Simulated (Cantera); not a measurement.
Feed: 1 mol BCl3, 0.94 mol H2O, 34 mol H2, equilibrated at 26.0 mbar.

Cantera equilibrium calculation (NASA polynomials, part measured and part estimated; ideal gas, pure solids and liquids). Candidate condensed phases: B, B2O3, B3O3H3, H2O; 33 gas species. Mutual solubility and eutectic melting of coexisting phases are not modelled. The tables' values for BOCl are old estimates; treat these amounts as uncertain. Gases not in the tables: BHCl2. Equilibrium is a limit: real reactors are often held back by kinetics, nucleation or transport.

x: gas mole fraction; n: condensed amount in mol.

```json
[
 {"T (K)": "875", "x H2": "0.938", "x HCl": "0.0521", "x BCl3": "0.00883", "x B3O3Cl3": "0.00139", "x B3O3H3": "7.88e-5", "x HBO": "6.99e-8", "x BOCl": "1.60e-8", "n B2O3(l)": "0.260", "n B(s)": "0"},
 {"T (K)": "900", "x H2": "0.937", "x HCl": "0.0522", "x BCl3": "0.00871", "x B3O3Cl3": "0.00146", "x B3O3H3": "0.000128", "x HBO": "1.81e-7", "x BOCl": "3.85e-8", "n B2O3(l)": "0.256", "n B(s)": "0"},
 {"T (K)": "925", "x H2": "0.937", "x HCl": "0.0525", "x BCl3": "0.00857", "x B3O3Cl3": "0.00153", "x B3O3H3": "0.000200", "x HBO": "4.44e-7", "x BOCl": "8.81e-8", "n B2O3(l)": "0.251", "n B(s)": "0"},
 {"T (K)": "950", "x H2": "0.937", "x HCl": "0.0528", "x BCl3": "0.00841", "x B3O3Cl3": "0.00159", "x B3O3H3": "…", "x HBO": "…", "x BOCl": "1.92e-7", "n B2O3(l)": "0.245", "n B(s)": "0"},
 {"T (K)": "975", "x H2": "0.937", "x HCl": "0.0532", "x BCl3": "0.00822", "x B3O3Cl3": "0.00164", "x B3O3H3": "0.000440", "x HBO": "2.29e-6", "x BOCl": "4.03e-7", "n B2O3(l)": "0.238", "n B(s)": "0"},
 {"T (K)": "1000", "x H2": "0.936", "x HCl": "0.0537", "x BCl3": "0.00800", "x B3O3Cl3": "0.00167", "x B3O3H3": "0.000618", "x HBO": "4.85e-6", "x BOCl": "8.10e-7", "n B2O3(l)": "0.230", "n B(s)": "0"},
 {"T (K)": "1025", "x H2": "0.935", "x HCl": "0.0544", "x BCl3": "0.00776", "x B3O3Cl3": "0.00170", "x B3O3H3": "0.000839", "x HBO": "9.85e-6", "x BOCl": "1.57e-6", "n B2O3(l)": "0.221", "n B(s)": "0"},
 {"T (K)": "1050", "x H2": "0.933", "x HCl": "0.0571", "x BCl3": "0.00696", "x B3O3Cl3": "0.00159", "x B3O3H3": "0.000924", "x HBO": "1.81e-5", "x BOCl": "2.87e-6", "n B2O3(l)": "0.222", "n B(s)": "0.0297"},
 {"T (K)": "1075", "x H2": "0.931", "x HCl": "0.0604", "x BCl3": "…", "x B3O3Cl3": "…", "x B3O3H3": "0.000938", "x HBO": "…", "x BOCl": "5.02e-6", "n B2O3(l)": "0.227", "n B(s)": "…"},
 {"T (K)": "1100", "x H2": "0.929", "x HCl": "0.0634", "x BCl3": "0.00514", "x B3O3Cl3": "0.00126", "x B3O3H3": "0.000950", "x HBO": "5.34e-5", "x BOCl": "8.52e-6", "n B2O3(l)": "0.232", "n B(s)": "0.106"},
 {"T (K)": "1125", "x H2": "0.927", "x HCl": "0.0661", "x BCl3": "0.00437", "x B3O3Cl3": "0.00111", "x B3O3H3": "0.000960", "x HBO": "8.85e-5", "x BOCl": "1.41e-5", "n B2O3(l)": "0.237", "n B(s)": "0.138"}
]
```

Fill in the missing entries.


- 1075, x BCl3: 0.00600
- 1075, x B3O3Cl3: 0.00142
- 1075, x HBO: 3.15e-5
- 1075, n B(s): 0.0693
- 950, x B3O3H3: 0.000302
- 950, x HBO: 1.03e-6
